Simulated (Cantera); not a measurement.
A perfectly stirred reactor is fed with CH₄ : O₂ : N₂ = 1 : 2.35 : 8.85 (molar parts), equivalence ratio 0.85, at 0.829 atm; it is adiabatic with a 700 K inlet, and is followed from long to short residence time, starting on the burning branch (τ in s: 0.17, 0.053, 0.016, 0.0051, 0.0016, 0.00049, 0.00015, 4.7e-05, 1.5e-05).

Cantera simulation using GRI-Mech 3.0 (53 species, 325 reactions); the numbers are that mechanism's predictions, not measurements.

Question: What does this change do: pressure from 0.829 atm to 9.87 atm?

Answer: 
| quantity | before | after |
|---|---|---|
| blow-out, bracketed by the residence times tried | burning at 47.0 µs, out at 15.0 µs | burning at 15.0 µs, the shortest tried |
| x(CH₄) at τ = 0.170 s | 1.19e-6 | 2.00e-7 |
| x(O₂) at τ = 0.170 s | 0.0290 | 0.0265 |
| x(C₂H₂) at τ = 0.170 s | 1.95e-11 | 1.36e-12 |
| x(CO₂) at τ = 0.170 s | 0.0752 | 0.0793 |
| x(CH₂O) at τ = 0.170 s | 2.16e-7 | 3.49e-8 |
| x(CH₄) at τ = 1.60 ms | 5.67e-5 | 1.76e-5 |
| x(O₂) at τ = 1.60 ms | 0.0362 | 0.0294 |
| x(C₂H₂) at τ = 1.60 ms | 8.81e-9 | 7.92e-9 |
| x(CO₂) at τ = 1.60 ms | 0.0642 | 0.0780 |
| x(CH₂O) at τ = 1.60 ms | 9.35e-6 | 3.20e-6 |
